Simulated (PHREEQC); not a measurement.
## Copper plating or etch bath (model solution)

Consider water at 44 °C with 0.1 mol/kgw Cu(NO3)2 and 0.0058 mol/kgw HCl. Closed to the air; pH follows from the charge balance.

Computed with PHREEQC (ion-association model, phreeqc.dat).

* **pH**: 2.35
* **ionic strength**: 0.304 mol/kgw
* **specific conductance**: 27300 µS/cm
* **density**: 1.006 g/cm³
* **total alkalinity**: -5.80 meq/kg

| species | molality | activity | log γ |
|---|---|---|---|
| NO3- | 0.200 | 0.130 | -0.188 |
| Cu+2 | 0.0991 | 0.0276 | -0.556 |
| H+ | 0.00580 | 0.00450 | -0.110 |
| Cl- | 0.00492 | 0.00333 | -0.170 |
| CuCl+ | 0.000873 | 0.000593 | -0.168 |
| CuCl2 | 1.20e-6 | 1.29e-6 | 0.030 |
| CuOH+ | 8.98e-8 | 6.10e-8 | -0.168 |

This is a speciation only: nothing precipitates in the calculation. Away from 25 °C the constants follow the database's enthalpies or fits; those with neither stay at their 25 °C values.
